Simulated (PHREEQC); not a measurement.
PHREEQC input (ion-association model, wateq4f.dat):

```
SOLUTION_MASTER_SPECIES
  An  An-  0  An  62.0  # stands for a non-complexing anion
SOLUTION_SPECIES
  An- = An-
    -log_k 0
    -gamma 3.0 0
PHASES
  Fix_H+
    H+ = H+
    -log_k 0
SOLUTION 1
  temp 25
  units mmol/kgw
  pH 7 charge
  Cl 0.000182
  Ni 9.1e-05
  Na 5
  An 5
END
SELECTED_OUTPUT 1
  -reset false
  -pH true
  -pe true
  -ionic_strength true
  -water true
  -totals Cl Na Ni
  -molalities Hfo_wOH Hfo_wOH2+ Hfo_wO- Hfo_sOH Hfo_sOH2+ Hfo_sO- Hfo_sONi+ Hfo_wONi+
  -saturation_indices Ni(OH)2 Halite
USER_PUNCH 1
  -headings sigma psi
  10 PUNCH EDL("sigma", "Hfo"), EDL("psi", "Hfo")
PRINT
  -reset false
USE solution 1
SURFACE 1
  Hfo_wOH 4.49438e-05 600 0.02
  Hfo_sOH 1.1236e-06
EQUILIBRIUM_PHASES 1
  Fix_H+ -3 HAn 10
    -force_equality true
  O2(g) -0.68 10
END
# ... the last block is repeated for the other 16 points of pH, with NaOH or the acid as the point needs
```

Selected output (columns that matter, 17 of 17 rows; pH added in front):

```
pH	mu	Na	Ni	m_Hfo_wOH	m_Hfo_wOH2+	m_Hfo_wO-	m_Hfo_sOH	m_Hfo_sOH2+	m_Hfo_sO-	m_Hfo_sONi+	si_Ni(OH)2	si_Halite	sigma	psi
3	0.0060964	0.005	9.1e-08	8.1976e-06	3.6704e-05	4.1942e-08	2.0494e-07	9.1761e-07	1.0486e-09	7.2057e-15	-11.985	-10.695	0.30218	0.21527
3.38	0.0054639	0.005	9.1e-08	1.3516e-05	3.1295e-05	1.3372e-07	3.3789e-07	7.8237e-07	3.343e-09	3.5923e-14	-11.218	-10.692	0.25683	0.20973
3.75	0.0052041	0.005	9.1e-08	1.8685e-05	2.5951e-05	3.0819e-07	4.6712e-07	6.4878e-07	7.7048e-09	1.6484e-13	-10.475	-10.69	0.21135	0.20097
4.12	0.0050921	0.005	9.0999e-08	2.3266e-05	2.109e-05	5.8797e-07	5.8165e-07	5.2725e-07	1.4699e-08	7.384e-13	-9.7339	-10.689	0.16898	0.19005
4.5	0.0050423	0.005	9.0996e-08	2.7074e-05	1.6875e-05	9.9512e-07	6.7685e-07	4.2186e-07	2.4878e-08	3.4042e-12	-8.9733	-10.689	0.13088	0.17719
4.88	0.0050206	0.005	9.0983e-08	2.9908e-05	1.352e-05	1.5157e-06	7.477e-07	3.3799e-07	3.7893e-08	1.5702e-11	-8.2131	-10.689	0.098938	0.16296
5.25	0.0050109	0.005	9.0926e-08	3.1811e-05	1.1031e-05	2.1015e-06	7.9523e-07	2.7577e-07	5.2533e-08	7.0376e-11	-7.4733	-10.689	0.073603	0.14789
5.62	0.0050062	0.005	9.0661e-08	3.3027e-05	9.2013e-06	2.7157e-06	8.2544e-07	2.2997e-07	6.7874e-08	3.2161e-10	-6.7345	-10.689	0.053457	0.13162
6	0.0050037	0.005	8.9358e-08	3.3758e-05	7.867e-06	3.3185e-06	8.4279e-07	1.964e-07	8.2849e-08	1.5578e-09	-5.9808	-10.689	0.037501	0.11373
6.38	0.0050023	0.005	8.3267e-08	3.4152e-05	6.9439e-06	3.8479e-06	8.4823e-07	1.7247e-07	9.557e-08	7.3344e-09	-5.2515	-10.689	0.025576	0.094757
6.75	0.0050014	0.005	6.2478e-08	3.4346e-05	6.3191e-06	4.2767e-06	8.3804e-07	1.5418e-07	1.0435e-07	2.7028e-08	-4.6364	-10.689	0.017054	0.075437
7.12	0.0050008	0.005	2.7872e-08	3.444e-05	5.8756e-06	4.6246e-06	8.153e-07	1.3909e-07	1.0948e-07	5.9725e-08	-4.2473	-10.689	0.010805	0.055489
7.5	0.0050004	0.005	6.9594e-09	3.4481e-05	5.5523e-06	4.9056e-06	8.0118e-07	1.2901e-07	1.1398e-07	7.9429e-08	-4.0908	-10.689	0.0059973	0.034494
7.88	0.0050009	0.0050007	1.3627e-09	3.4495e-05	5.3087e-06	5.1349e-06	7.9747e-07	1.2273e-07	1.1871e-07	8.4695e-08	-4.0412	-10.689	0.0021512	0.013178
8.25	0.0050022	0.0050023	2.6481e-10	3.4494e-05	5.1022e-06	5.3424e-06	7.9665e-07	1.1784e-07	1.2338e-07	8.5728e-08	-4.0183	-10.689	-0.0012466	-0.0076909
8.62	0.005005	0.0050053	5.2217e-11	3.4479e-05	4.8908e-06	5.5685e-06	7.9616e-07	1.1293e-07	1.2858e-07	8.5928e-08	-3.9988	-10.688	-0.0048439	-0.028503
9	0.0050116	0.0050122	1.0715e-11	3.4441e-05	4.6371e-06	5.8603e-06	7.9525e-07	1.0707e-07	1.3531e-07	8.5967e-08	-3.9755	-10.688	-0.0093318	-0.049641
```

Complexes and solids missing from the database can't appear. The oxide is taken as insoluble; below pH 4 it would dissolve.
